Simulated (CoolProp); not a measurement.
p-xylene at several states: fugacity coefficient from the reference equation and from simpler models built on Tc = 343.0 °C, pc = 3.532 MPa, ω = 0.324; each cubic takes its own stable root.

The numbers come from the reference Helmholtz-energy equation of state, Zhou 2012 in CoolProp.

```tsv
T (°C)	p (MPa)	phase	reference	Redlich-Kwong	Peng-Robinson
245.25	0.0335	gas	0.9937	0.9947	0.9939
233.95	12.5	liquid	…	0.1176	…
275.35	4.31	liquid	0.2920	0.3573	0.2993
340.15	12.7	liquid	…	…	0.2633
164.85	8.79	liquid	0.02922	…	…
```

**Question.** Some entries are withheld; supply them.

**Answer.** 
- 233.95, reference: 0.08032
- 233.95, Peng-Robinson: 0.08254
- 340.15, reference: 0.2531
- 340.15, Redlich-Kwong: 0.2868
- 164.85, Redlich-Kwong: 0.05440
- 164.85, Peng-Robinson: 0.02961
